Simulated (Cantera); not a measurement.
Feed: 1 mol Si₂H₆, 5.1 mol O₃, 9.9 mol N₂, equilibrated at 1402 °C and 1.00 bar.

These are equilibrium values from Cantera (NASA tables, ideal gas, pure condensed phases), not measurements of a reactor. Candidate condensed phases: H₂O, Si, SiO₂, Si₂N₂O, Si₃N₄; 35 gas species. The feed counts by its element totals alone. The tables hold silica as quartz up to 1696 K and as liquid above; real silica turns to tridymite and cristobalite and melts near 1996 K. Gases not in the tables: Si(OH)₄. Equilibrium is a limit: real reactors are often held back by kinetics, nucleation or transport.

Base state: N₂ 0.579, O₂ 0.242, H₂O 0.176, NO 0.00242, OH 0.000421, O 1.68e-5 (mole fractions); condensed: SiO₂(β-quartz).

What changes in the equilibrium state with this change: O₃ from 5.1 to 0.4 mol?


| species | before | after |
|---|---|---|
| N₂ | 0.579 | 0.749 |
| H₂ | 5.51e-6 | 0.250 |
| H₂O | 0.176 | 0.000244 |
| O₂ | 0.242 | <1e-9 |
| SiO | <1e-9 | 0.000161 |
| NO | 0.00242 | <1e-9 |
| OH | 0.000421 | 2.73e-9 |
| O | 1.68e-5 | <1e-9 |
| H | 2.72e-7 | 5.81e-5 |
| SiO₂(β-quartz), mol | 2.00 | 0.131 |
| Si₂N₂O(s), mol | 0 | 0.934 |
Mutual solubility and eutectic melting of coexisting phases are not modelled.
